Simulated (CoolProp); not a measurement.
A single-stage vapour-compression cycle with R134a: evaporating at 314.15 K (dew point), condensing at 344.15 K (bubble point), superheat 5 K, subcooling 8 K, compressor efficiency 0.85, no pressure losses. Each further row changes one setting.

Model: reference Helmholtz-energy equation of state, Tillner-Roth 1994, in CoolProp.

| case | cooling COP | pressure ratio | discharge temperature (K) | refrigerating effect (kJ/kg) | volumetric capacity (kJ/m³) |
|---|---|---|---|---|---|
| as stated | 7.55 | 2.07 | 353.9 | 133 | 6640 |
| evaporating temperature 319.15 K | 9.43 | 1.82 | 353.1 | 136 | 7750 |
| condensing temperature 339.15 K | 9.43 | 1.85 | 348.1 | 141 | 7040 |
| subcooling 13 K | 8.02 | 2.07 | 353.9 | 142 | 7040 |
| superheat 15 K | 7.62 | 2.07 | 363.1 | 144 | 6740 |
| compressor efficiency 0.75 | 6.66 | 2.07 | 355.6 | 133 | 6640 |
